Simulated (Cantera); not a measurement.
Mixture: 37.2 % H₂, 16.9 % O₂, 45.8 % N₂, at 100000 Pa, adiabatic and at constant volume. Ignition delay is the time to a rise of 400 K.

Cantera simulation using the H2/O2 subset of GRI-Mech 3.0, which has no nitrogen chemistry; the numbers are that mechanism's predictions, not measurements. Below about 950 K walls govern HO2 and H2O2 in real vessels. Where the delays flatten at high temperature, the 400 K rule measures the pace of heat release, not the induction time.

Predict: delay at 948 K; delay at 1148 K; delay at 1348 K; delay at 1548 K.


```json
{
  "delay at 948 K": "9.62 ms",
  "delay at 1148 K": "51.5 µs",
  "delay at 1348 K": "19.2 µs",
  "delay at 1548 K": "11.0 µs"
}
```
